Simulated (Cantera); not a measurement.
## Adiabatic ignition

An adiabatic, constant-volume homogeneous reactor starts with 3.76 % CH4, 0.147 % C2H6, 2.33 % C3H8, 19.7 % O2, 74.1 % N2, equivalence ratio 1.00, at 1750 K and 530000 Pa.

Computed with Cantera and GRI-Mech 3.0 (53 species, 325 reactions). GRI-Mech 3.0 was tuned for natural gas; its chemistry of propane as a main component is partial and can be far from experiment. Above 3000 K some thermodynamic fits are extrapolated.

```csv
t (s),T (K),P (bar),x CH4,x C2H6,x C3H8,x C2H4,x H2O
2.00e-6,1740,5.33,0.0354,0.00229,0.0142,0.00851,0.00469
6.32e-6,2929,9.79,<1e-12,<1e-12,<1e-12,<1e-12,0.110
2.00e-5,3167,10.4,<1e-12,<1e-12,<1e-12,<1e-12,0.122
6.32e-5,3154,10.4,<1e-12,<1e-12,<1e-12,<1e-12,0.122
0.000200,3149,10.3,<1e-12,<1e-12,<1e-12,<1e-12,0.122
0.000632,3149,10.3,<1e-12,<1e-12,<1e-12,<1e-12,0.122
0.00200,3149,10.3,<1e-12,<1e-12,<1e-12,<1e-12,0.122
0.00632,3149,10.3,<1e-12,<1e-12,<1e-12,<1e-12,0.122
0.0200,3149,10.3,<1e-12,<1e-12,<1e-12,<1e-12,0.122
0.0632,3149,10.3,<1e-12,<1e-12,<1e-12,<1e-12,0.122
0.200,3149,10.3,<1e-12,<1e-12,<1e-12,<1e-12,0.122
```
x: mole fraction; the columns are a selection and need not sum to one.

| Quantity | Result |
|---|---|
| time of steepest temperature rise | 5.33 µs |
| temperature at 0.200 s | 3149 K |
| equilibrium temperature | 3149 K |
| x(CH4) at 0.200 s | <1e-12 (gas-phase equilibrium <1e-12) |
| x(C2H6) at 0.200 s | <1e-12 (gas-phase equilibrium <1e-12) |
| x(C3H8) at 0.200 s | <1e-12 (gas-phase equilibrium <1e-12) |
